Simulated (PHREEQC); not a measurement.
Make-up at 20 °C: 60 mmol/kgw NaHSO4 and 14 mmol/kgw NaOH. Closed to the air; pH follows from the charge balance.

Computed with PHREEQC (ion-association model, phreeqc.dat).

Task: The ionic strength comes out as 0.125 mol/kgw. What activity coefficients do NaSO4-, HSO4-, H+, Na+, SO4-2 get?

Result: NaSO4- 0.78, HSO4- 0.77, H+ 0.82, Na+ 0.77, SO4-2 0.35.

This is a speciation only: nothing precipitates in the calculation.
